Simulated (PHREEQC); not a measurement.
Make-up at 20 °C: 1 mmol/kgw NH4HF2, 0.6 mmol/kgw H2SiF6, 77 mmol/kgw NaH2PO4 and 1.3 mmol/kgw HCl. Closed to the air; pH follows from the charge balance.

All values are PHREEQC results (ion-association model, phreeqc.dat), not measurements.

Precipitation was switched off in this run.

Q: Predict the pH.

A: pH 3.44.

Q: In which forms is P present?

A: H2PO4- 96 %, H3PO4 3.8 % of the P.

The solution is supersaturated, for example in Quartz (slow to form), so a real one may precipitate; this is no full list. SiF6-2 is the database's only silicon fluoride.
